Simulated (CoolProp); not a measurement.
A single-stage vapour-compression cycle with the fluid: evaporating at 265.15 K (dew point), condensing at 324.15 K (bubble point), superheat 10 K, subcooling 5 K, compressor efficiency 0.7, no pressure losses. The same conditions are run with several fluids, on thermodynamics alone (safety and materials aside).

Model: reference Helmholtz-energy equation of state of each fluid (R404A: Lemmon 2003; CH2F2 (R32): Tillner-Roth 1997; dimethyl ether: Wu 2011; R1132(E): Akasaka 2024; R115: Lemmon 2016; R245ca: Zhou 2016), in CoolProp. Blends and air are pseudo-pure fits.

```csv
fluid,cooling COP,pressure ratio,discharge temperature (K),refrigerating effect (kJ/kg),volumetric capacity (kJ/m³)
R404A,2.07,5.12,___,101,2240
CH2F2 (R32),2.25,5.15,___,237,3780
dimethyl ether,2.54,5.87,371.3,329,1390
R1132(E),___,4.88,373.7,170,3360
R115,2.02,4.98,334.6,60.8,1530
R245ca,2.55,10.9,346.3,___,213
```

Question: Complete the blanks.

Answer: 
- R404A, discharge temperature (K): 351.3
- CH2F2 (R32), discharge temperature (K): 407.7
- R1132(E), cooling COP: 2.20
- R245ca, refrigerating effect (kJ/kg): 157
